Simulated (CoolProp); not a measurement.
Vapour-liquid equilibrium of hydrogen sulfide (1) + isobutane (2) at 0.758 bar; x and y are mole fractions of (1).

Values from CoolProp's multi-fluid Helmholtz-energy mixture model, Lemmon 2006 and Bücker 2006; pair parameters Kunz 2012.

Task: Give the bubble temperature and the first vapour's composition at x = 0.05, 0.2, 0.95. Is there an azeotrope?

Result: x = 0.05: 242.0 K, y = 0.439; x = 0.2: 222.1 K, y = 0.826; x = 0.95: 207.8 K, y = 0.982. No azeotrope shows between x = 0.05 and 0.95.

The pair parameters rest on a limited set of measurements; away from them the model extrapolates. With so large a gap from Raoult's law the liquid may split in two, which this calculation doesn't test in full.
